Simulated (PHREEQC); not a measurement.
A solution holds 0.27 mol/kgw Ba(NO3)2, at 77 °C. Closed to the air; pH follows from the charge balance.

All values are PHREEQC results (ion-association model, phreeqc.dat), not measurements.

This is a speciation only: nothing precipitates in the calculation.

### Question
Predict the activity of water.

### Answer
activity of water 0.986.

The ionic strength is past about 0.7 mol/kgw, beyond the range of this activity model, so the values are rough. Complexes and solids missing from the database can't appear. Constants without temperature data keep their 25 °C values here.
